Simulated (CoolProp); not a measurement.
Saturation properties of cis-2-butene (Tc = 435.8 K, pc = 42.36 bar, ω = 0.202).

Values from CoolProp's reference Helmholtz-energy equation of state, Lemmon 2005. It is a short technical equation, of lower accuracy than the large ones.

```
T (K)  p (bar)  liquid density (kg/m³)  enthalpy of vaporisation (kJ/kg)  liquid cp (kJ/(kg K))  surface tension (mN/m)
-----  -------  ----------------------  --------------------------------  ---------------------  ----------------------
303.5    2.530                   609.0                             386.8                  2.270                    13.4
308.6    2.954                   602.8                             381.2                  2.295                    12.7
313.7    3.430                   596.5                             375.4                  2.321                    12.1
318.8    3.962                   590.0                             369.4                  2.348                    11.5
324      4.565                   583.3                             363.1                  2.377                    10.8
329.1    5.221                   576.6                             356.8                  2.408                    10.2
334.2    5.945                   569.7                             350.2                  2.440                    9.61
339.3    6.741                   562.7                             343.4                  2.474                    9.02
344.4    7.614                   555.4                             336.4                  2.511                    8.43
349.5    8.567                   548.0                             329.0                  2.550                    7.84
354.7    9.628                   540.2                             321.2                  2.593                    7.26
359.8    10.76                   532.3                             313.3                  2.638                    6.69
364.9    11.98                   524.1                             304.9                  2.688                    6.14
370      13.31                   515.6                             296.1                  2.743                    5.59
```

It boils at 276.9 K under 1 atm.

Surface tension comes from a separate correlation (Mulero 2014).
